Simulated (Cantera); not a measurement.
A closed system holds: 1 mol CaCO₃, 0.23 mol C, 0.25 mol CO₂, at 1523 K and 16.0 mbar.

These are equilibrium values from Cantera (NASA tables, ideal gas, pure condensed phases), not measurements of a reactor. Candidate condensed phases: C, Ca, CaCO₃, CaO; 15 gas species. Rates play no part.

Base state: CO₂ 0.689, CO 0.311 (mole fractions); condensed: CaO(s).

Question: What changes in the equilibrium state with this change: temperature from 1523 K to 2273 K?

Answer: 
```csv
species,before,after
CO₂,0.689,0.628
CO,0.311,0.347
O₂,1.45e-8,0.0196
Ca,<1e-9,3.27e-5
O,5.26e-9,0.00469
"CaO(s), mol",1.00,1.000
```
